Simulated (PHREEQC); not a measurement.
Solution (25 °C): 1.5 mol/kgw HCl and 0.47 mol/kgw CaCl2. Closed to the air; pH follows from the charge balance.

Model: Pitzer model, pitzer.dat, run in PHREEQC.

Problem. The ionic strength comes out as 2.91 mol/kgw. What activity coefficients do H+, Ca+2, Cl- get?

Solution. H+ 2.0, Ca+2 0.83, Cl- 0.57. Single-ion values are on the MacInnes scale.

No solid was allowed to form. In brines, pH and single-ion activities rest on the MacInnes convention.
